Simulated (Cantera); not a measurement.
An isothermal, constant-pressure homogeneous reactor starts with C2H4 : H2 = 1 : 1.5 (molar parts), at 1925 K and 60.0 Pa. Integrator tolerance rtol = 1e-08.

Model: GRI-Mech 3.0 (53 species, 325 reactions), integrated in Cantera. GRI-Mech 3.0 was tuned for natural gas; its chemistry of ethylene as a main component is partial and can be far from experiment. GRI-Mech 3.0 stops at C3 and has no aromatics, soot or wall deposition, so with more carbon than oxygen in the feed, carbon stays in small species such as C2H2 where larger ones or solid carbon would form. Radical loss at walls, strong at low pressure, is not modelled.

Q: What does this change do: pressure from 60.0 Pa to 11.0 Pa?

A: 
| quantity | before | after |
|---|---|---|
| x(C2H4) at 20.0 s | 1.42e-6 (gas-phase equilibrium 1.20e-6) | 3.28e-6 (gas-phase equilibrium 2.04e-7) |
| x(H2) at 20.0 s | 0.690 (gas-phase equilibrium 0.686) | 0.706 (gas-phase equilibrium 0.651) |
| x(CH3) at 20.0 s | 6.53e-6 (gas-phase equilibrium 4.14e-6) | 7.72e-6 (gas-phase equilibrium 1.66e-6) |
| x(CH4) at 20.0 s | 8.12e-6 (gas-phase equilibrium 4.39e-6) | 2.68e-5 (gas-phase equilibrium 7.35e-7) |
| x(C2H6) at 20.0 s | 1.04e-12 (gas-phase equilibrium <1e-12) | 5.16e-12 (gas-phase equilibrium <1e-12) |
| x(C2H2) at 20.0 s | 0.282 (gas-phase equilibrium 0.281) | 0.284 (gas-phase equilibrium 0.275) |
| x(CH2) at 20.0 s | 3.25e-7 (gas-phase equilibrium 2.43e-7) | 1.38e-7 (gas-phase equilibrium 2.34e-7) |
